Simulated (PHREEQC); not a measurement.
0.086 g of hydrous ferric oxide (600 m²/g; 0.2 weak and 0.005 strong sites per Fe, Dzombak-Morel constants, diffuse double layer) in 1 kg of water with 0.05 mol/kgw of an inert sodium salt, at 25 °C; the pH is set by adding NaOH or the inert anion's acid. Oxygen alone is held at its pressure in air (log pO2 = -0.68). CO2 from the air is kept out. No solid was allowed to form.

Model: ion-association model, wateq4f.dat, run in PHREEQC.

Q: Predict surface charge σ (C/m²), surface potential ψ (mV) at pH = 6, 10.5.

A: 
```csv
pH,surface charge σ (C/m²),surface potential ψ (mV)
6,0.089,99
10.5,-0.111,-110
```

The oxide is taken as insoluble; below pH 4 it would dissolve.
